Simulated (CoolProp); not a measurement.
Vapour-liquid equilibrium of propane (1) + n-pentane (2) at 301.8 K; x and y are mole fractions of (1).

The numbers come from the multi-fluid Helmholtz-energy mixture model, Lemmon 2009 and Thol 2019; pair parameters Kunz 2012 in CoolProp.

```csv
x,"bubble pressure, mixture model (bar)","bubble pressure, Raoult's law (bar)","y, mixture model","y, Raoult's law"
0.05,1.309,1.264,0.418,0.413
0.2,2.798,2.712,0.754,0.770
0.35,4.204,4.160,0.857,0.878
0.5,5.578,5.609,0.909,0.930
0.65,6.953,7.057,0.944,0.961
0.8,8.364,8.505,0.970,0.982
0.95,9.882,9.953,0.992,0.996
```

The largest gap from Raoult's law is +3.6 % in bubble pressure, at x = 0.05. No azeotrope shows between x = 0.05 and 0.95.

The pair parameters rest on a limited set of measurements; away from them the model extrapolates. The gap from Raoult's law changes sign with composition, which may be real or a fault of the pair parameters; it wasn't checked against measurements.
